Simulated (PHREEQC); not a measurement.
Consider water at 25 °C with 1 mmol/kgw H3BO3, 0.17 mmol/kgw Na2SO4 and 35 mmol/kgw KCl. Closed to the air; pH follows from the charge balance.

Model: ion-association model, wateq4f.dat, run in PHREEQC.

Problem. The ionic strength comes out as 0.0355 mol/kgw. What activity coefficients do Na+, SO4-2, K+, KSO4-, Cl- get?

Solution. Na+ 0.84, SO4-2 0.51, K+ 0.84, KSO4- 0.85, Cl- 0.84.

No solid was allowed to form. Complexes and solids missing from the database can't appear.
